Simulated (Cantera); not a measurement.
A perfectly stirred reactor is fed with H₂ : O₂ = 0.25 : 1 (molar parts), equivalence ratio 0.12, at 280 Pa; it is held at 1350 K, and followed from long to short residence time.

Detailed kinetics in Cantera: the H2/O2 subset of GRI-Mech 3.0, which has no nitrogen chemistry. Radical loss at walls, strong at low pressure, is not modelled. The temperature is held fixed by assumption; the heat of reaction is taken as removed at once.

### Question
What does this change do: pressure from 280 Pa to 930 Pa?

### Answer
```
quantity                before     after
---------------------  -------  --------
x(H₂) at τ = 10.0 s    0.00112  0.000253
x(O₂) at τ = 10.0 s      0.768     0.775
x(OH) at τ = 10.0 s    0.00547   0.00250
x(O) at τ = 10.0 s     0.00796   0.00163
x(HO₂) at τ = 10.0 s   8.77e-7   1.18e-6
x(H₂) at τ = 65.0 ms    0.0101   0.00545
x(O₂) at τ = 65.0 ms     0.686     0.734
x(OH) at τ = 65.0 ms    0.0151    0.0115
x(O) at τ = 65.0 ms     0.0775    0.0376
x(HO₂) at τ = 65.0 ms  1.29e-6   4.46e-6
```

### Question
What does this change do: H2 0.25 to 2.3 parts?

### Answer
```json
[
 {"quantity": "x(H₂) at τ = 10.0 s", "before": "0.00112", "after": "0.120"},
 {"quantity": "x(O₂) at τ = 10.0 s", "before": "0.768", "after": "0.00965"},
 {"quantity": "x(OH) at τ = 10.0 s", "before": "0.00547", "after": "0.00643"},
 {"quantity": "x(O) at τ = 10.0 s", "before": "0.00796", "after": "0.00297"},
 {"quantity": "x(HO₂) at τ = 10.0 s", "before": "8.77e-7", "after": "9.38e-8"},
 {"quantity": "x(H₂) at τ = 65.0 ms", "before": "0.0101", "after": "0.129"},
 {"quantity": "x(O₂) at τ = 65.0 ms", "before": "0.686", "after": "0.0698"},
 {"quantity": "x(OH) at τ = 65.0 ms", "before": "0.0151", "after": "0.0176"},
 {"quantity": "x(O) at τ = 65.0 ms", "before": "0.0775", "after": "0.0406"},
 {"quantity": "x(HO₂) at τ = 65.0 ms", "before": "1.29e-6", "after": "3.97e-7"}
]
```
